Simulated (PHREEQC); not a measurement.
Make-up at 25 °C: 0.28 mol/kgw H3PO4, 0.013 mol/kgw KOH and 0.013 mol/kgw NaCl. Closed to the air; pH follows from the charge balance.

Model: ion-association model, wateq4f.dat, run in PHREEQC.

Each row changes one thing in this solution. Precipitation was switched off in this run.

```tsv
case	pH	ionic strength (mol/kgw)	H3PO4 (mol/kgw)	H2PO4- (mol/kgw)	HPO4-2 (mol/kgw)	KHPO4- (mol/kgw)
as made	1.46	0.0677	0.225	0.0547	1.85e-7	1.94e-9
NaCl from 0.013 to 0.0013 mol/kgw	1.46	0.0554	0.226	0.0541	1.76e-7	1.97e-9
KOH from 0.013 to 0.0026 mol/kgw	1.40	0.0623	0.231	0.0493	1.45e-7	3.14e-10
NaCl left out	1.46	0.0540	0.226	0.0540	1.75e-7	1.97e-9
NaCl from 0.013 to 0.0195 mol/kgw	1.45	0.0744	0.225	0.0549	1.90e-7	1.93e-9
temperature from 25 to 35 °C	1.48	0.0653	0.228	0.0523	1.99e-7	2.08e-9
KOH from 0.013 to 0.065 mol/kgw	1.72	0.101	0.192	0.0882	6.00e-7	2.76e-8
H3PO4 from 0.28 to 0.252 mol/kgw	1.49	0.0648	0.200	0.0518	1.86e-7	1.98e-9
```

Complexes and solids missing from the database can't appear. H3PO4, which wateq4f.dat lacks, is added to it with the constant of phreeqc.dat.
